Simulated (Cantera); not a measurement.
A perfectly stirred reactor is fed with CO : H₂ : O₂ : N₂ : CO₂ = 1 : 0.48 : 1.51 : 5.68 : 0.33 (molar parts), at 0.987 atm; it is adiabatic with a 423 K inlet, and is followed from long to short residence time, starting on the burning branch (τ in s: 0.023, 0.013, 0.0074, 0.0043, 0.0024, 0.0014, 0.0008, 0.00046, 0.00026, 0.00015, 8.6e-05, 4.9e-05, 2.8e-05).

Detailed kinetics in Cantera: GRI-Mech 3.0 (53 species, 325 reactions).

Problem. What does this change do: inlet temperature 423 to 573 K?

Solution. 
```csv
quantity,before,after
"blow-out, bracketed by the residence times tried","burning at 0.460 ms, out at 0.260 ms","burning at 0.150 ms, out at 86.0 µs"
x(CO) at τ = 23.0 ms,0.00314,0.00363
x(H₂) at τ = 23.0 ms,0.000256,0.000288
x(O₂) at τ = 23.0 ms,0.0939,0.0939
x(H₂O₂) at τ = 23.0 ms,1.54e-7,1.05e-7
x(NO) at τ = 23.0 ms,1.83e-5,4.24e-5
x(CO) at τ = 0.800 ms,0.0222,0.0218
x(H₂) at τ = 0.800 ms,0.00168,0.00174
x(O₂) at τ = 0.800 ms,0.101,0.100
x(H₂O₂) at τ = 0.800 ms,9.91e-7,6.17e-7
x(NO) at τ = 0.800 ms,9.73e-6,1.63e-5
```
